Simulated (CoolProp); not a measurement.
Values from CoolProp's reference Helmholtz-energy equation of state, Thol 2016.

Task: For hexamethyldisiloxane (MM), give the phase and the density (kg/m³), isothermal compressibility (1/MPa), fugacity coefficient at 442 K and 101 kPa.

Result: 
- 442 K and 101 kPa: gas; density 4.62, isothermal compressibility 10.3, fugacity coefficient 0.967
